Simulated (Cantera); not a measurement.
A perfectly stirred reactor is fed with H2 : O2 : N2 = 0.064 : 1 : 0.65 (molar parts), equivalence ratio 0.032, at 10.00 Torr; it is held at 1200 K, and followed from long to short residence time.

Model: GRI-Mech 3.0 (53 species, 325 reactions), integrated in Cantera. Radical loss at walls, strong at low pressure, is not modelled. The temperature is held fixed by assumption; the heat of reaction is taken as removed at once.

Predict: x(H2) at τ = 0.480 s; x(O2) at τ = 0.480 s; x(OH) at τ = 0.480 s; x(H2O2) at τ = 0.480 s; x(NO) at τ = 0.480 s; x(H2) at τ = 11.0 ms; x(O2) at τ = 11.0 ms; x(OH) at τ = 11.0 ms; x(H2O2) at τ = 11.0 ms; x(NO) at τ = 11.0 ms.


| Quantity | Result |
|---|---|
| x(H2) at τ = 0.480 s | 0.000269 |
| x(O2) at τ = 0.480 s | 0.571 |
| x(OH) at τ = 0.480 s | 0.00119 |
| x(H2O2) at τ = 0.480 s | 5.74e-8 |
| x(NO) at τ = 0.480 s | 1.30e-7 |
| x(H2) at τ = 11.0 ms | 0.00225 |
| x(O2) at τ = 11.0 ms | 0.560 |
| x(OH) at τ = 11.0 ms | 0.00292 |
| x(H2O2) at τ = 11.0 ms | 8.81e-8 |
| x(NO) at τ = 11.0 ms | 1.07e-7 |
